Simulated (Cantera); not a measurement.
Input: 1 mol Ti, 1.3 mol CO, 8.6 mol H2, equilibrated at 1.00 bar.

Equilibrium computed with Cantera from the NASA thermochemical tables; the gas is ideal and each condensed phase is pure. Candidate condensed phases: C, C6H6, C7H8, C8H18, H2O, Ti, TiC, TiO, TiO2, Ti2O3, Ti3O5, Ti4O7; 113 gas species. Mutual solubility and eutectic melting of coexisting phases are not modelled. TiC: taken at fixed stoichiometry. Equilibrium is a limit: real reactors are often held back by kinetics, nucleation or transport.

### Question
Which condensed phases are stable at each of these points (T (°C)): 900, 950, 1000, 1050, 1100, 1150, 1200, 1250, 1300, 1350, 1400, 1450, 1500, 1550?

### Answer
| T (°C) | condensed phases | Ti condensed (%) |
|---|---|---|
| 900 | C(graphite) + TiC(s) + Ti3O5(s) | 100.0 |
| 950 | C(graphite) + TiC(s) + Ti3O5(s) | 100.0 |
| 1000 | C(graphite) + TiC(s) + Ti3O5(s) | 100.0 |
| 1050 | C(graphite) + TiC(s) + Ti3O5(s) | 100.0 |
| 1100 | C(graphite) + TiC(s) + Ti3O5(s) | 100.0 |
| 1150 | TiC(s) + Ti3O5(s) | 100.0 |
| 1200 | TiC(s) + Ti2O3(s) | 100.0 |
| 1250 | TiC(s) + Ti2O3(s) | 100.0 |
| 1300 | TiC(s) + Ti2O3(s) | 100.0 |
| 1350 | TiC(s) + Ti2O3(s) | 100.0 |
| 1400 | TiC(s) + Ti2O3(s) | 100.0 |
| 1450 | TiC(s) + Ti2O3(s) | 100.0 |
| 1500 | TiC(s) + Ti2O3(s) | 100.0 |
| 1550 | TiC(s) + Ti2O3(s) | 100.0 |

From 900 °C to 1100 °C the condensed part is C(graphite) + TiC(s) + Ti3O5(s). At 1150 °C the condensed part is TiC(s) + Ti3O5(s). From 1200 °C to 1550 °C the condensed part is TiC(s) + Ti2O3(s).
